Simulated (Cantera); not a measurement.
Moist CO burnout

An isothermal, constant-pressure homogeneous reactor starts with CO : O₂ : H₂O : N₂ = 0.0028 : 0.036 : 0.0003 : 1 (molar parts), equivalence ratio 0.039, at 1523 K and 0.987 atm.

Cantera simulation using GRI-Mech 3.0 (53 species, 325 reactions); the numbers are that mechanism's predictions, not measurements.

| t (s) | x CO | x O₂ | x H₂O | x NO | x N₂O | x H₂ |
|---|---|---|---|---|---|---|
| 4.00e-5 | 0.00269 | 0.0346 | 0.000289 | <1e-12 | <1e-12 | <1e-12 |
| 0.000145 | 0.00269 | 0.0346 | 0.000289 | <1e-12 | 5.75e-12 | 1.20e-12 |
| 0.000523 | 0.00269 | 0.0346 | 0.000289 | <1e-12 | 5.95e-11 | 4.47e-11 |
| 0.00189 | 0.00269 | 0.0346 | 0.000288 | 2.61e-11 | 1.54e-9 | 3.12e-9 |
| 0.00684 | 0.00183 | 0.0340 | 0.000249 | 1.35e-7 | 9.21e-7 | 1.88e-6 |
| 0.0247 | 0.000127 | 0.0333 | 0.000270 | 3.12e-6 | 1.99e-6 | 5.35e-7 |
| 0.0894 | 6.47e-6 | 0.0333 | 0.000284 | 4.01e-6 | 6.91e-7 | 4.83e-8 |
| 0.323 | 3.46e-7 | 0.0333 | 0.000287 | 4.11e-6 | 8.41e-8 | 7.74e-9 |
| 1.17 | 1.04e-7 | 0.0333 | 0.000287 | 4.15e-6 | 4.11e-8 | 4.10e-9 |
| 4.23 | 1.02e-7 | 0.0333 | 0.000287 | 4.25e-6 | 4.06e-8 | 4.06e-9 |
| 15.3 | 1.02e-7 | 0.0333 | 0.000287 | 4.63e-6 | 4.06e-8 | 4.06e-9 |
| 55.3 | 1.02e-7 | 0.0333 | 0.000287 | 5.97e-6 | 4.06e-8 | 4.06e-9 |
| 200 | 1.02e-7 | 0.0333 | 0.000287 | 1.08e-5 | 4.06e-8 | 4.06e-9 |
x: mole fraction; the columns are a selection and need not sum to one.

Equilibrium at this temperature and pressure: CO 1.03e-7, O₂ 0.0330, H₂O 0.000287, NO 0.000602, N₂O 4.06e-8, H₂ 4.08e-9 (gas phase only).
